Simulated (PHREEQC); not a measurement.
2.8 g of hydrous ferric oxide (600 m²/g; 0.2 weak and 0.005 strong sites per Fe, Dzombak-Morel constants, diffuse double layer) in 1 kg of water with 0.001 mol/kgw of an inert sodium salt and 0.00011 mol/kgw MgCl2, 9.6e-05 mol/kgw ZnSO4 and 6.6e-06 mol/kgw Na2SO4, at 25 °C; the pH is set by adding NaOH or the inert anion's acid. Oxygen is held at 0.21 atm. The system is closed to CO2. Precipitation was switched off in this run.

Model: ion-association model, wateq4f.dat, run in PHREEQC.

Task: Predict Zn sorbed (%) at pH = 4, 5, 9.5.

Result: 
```json
[
 {"pH": "4", "Zn sorbed (%)": "0.3"},
 {"pH": "5", "Zn sorbed (%)": "13.4"},
 {"pH": "9.5", "Zn sorbed (%)": "100.0"}
]
```

Complexes and solids missing from the database can't appear.
